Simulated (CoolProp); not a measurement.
Vapour-liquid equilibrium of dimethyl carbonate (1) + n-octane (2) at 56.35 °C; x and y are mole fractions of (1).

Model: multi-fluid Helmholtz-energy mixture model, Zhou 2011 and Beckmüller 2019; pair parameters Bell 2016, in CoolProp.

Give the bubble pressure and the first vapour's composition at x = 0.2, 0.5, 0.8. Is there an azeotrope?

x = 0.2: 0.2518 bar, y = 0.697; x = 0.5: 0.3105 bar, y = 0.787; x = 0.8: 0.3199 bar, y = 0.825. y crosses x between x = 0.8 and 0.95: the model has an azeotrope there.

The pair parameters rest on a limited set of measurements; away from them the model extrapolates. With so large a gap from Raoult's law the liquid may split in two, which this calculation doesn't test in full.
